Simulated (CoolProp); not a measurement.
The fluid at 298.15 K and 0.75 MPa flows at 20 m/s in a round tube of 12.7 mm bore and 0.25 µm roughness, fully developed (64/Re and Nu = 3.66 if laminar; Colebrook and Gnielinski if turbulent). The same conditions are run with several fluids, on thermodynamics alone (safety and materials aside).

Values from CoolProp's reference Helmholtz-energy equation of state of each fluid (R124: de Vries 1995; benzene: Thol 2012; c-C4F8 (RC318): Platzer 1990; o-xylene: Zhou 2012; m-xylene: Zhou 2012). The equations of Platzer and Polt are older, rougher fits.

Task: Rank R124, benzene, c-C4F8 (RC318), o-xylene, m-xylene by Reynolds number, highest first.

Result: R124 (1380000), c-C4F8 (RC318) (1040000), m-xylene (374000), benzene (367000), o-xylene (292000)

| fluid | Darcy friction factor | pressure drop (Pa/m) | heat-transfer coefficient (W/(m² K)) | mass flow (kg/h) |
|---|---|---|---|---|
| R124 | 0.0116 | 247000 | 25400 | 12400 |
| benzene | 0.0142 | 195000 | 21400 | 7970 |
| c-C4F8 (RC318) | 0.0120 | 284000 | 23000 | 13700 |
| o-xylene | 0.0147 | 203000 | 18700 | 7990 |
| m-xylene | 0.0141 | 191000 | 20400 | 7850 |

Transport values come from each fluid's own correlations; those of R124, c-C4F8 (RC318) are estimates that may be off by 10 % or more.
